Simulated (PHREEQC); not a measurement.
Dissolve 0.0015 mol AgNO3, 0.011 mol NaCl and 7.65e-05 mol Cu(NO3)2 per kg of water at 25 °C. Closed to the air; pH follows from the charge balance.

Computed with PHREEQC (ion-association model, wateq4f.dat).

Precipitation was switched off in this run.

What pH does the model give?

pH 5.85.

In which forms is Ag present?

AgCl 51 %, AgCl2- 45 %, Ag+ 3.8 %, AgCl3-2 0.5 % of the Ag.

Examples of supersaturated solids here: Cerargyrite. Others may be too. Complexes and solids missing from the database can't appear.
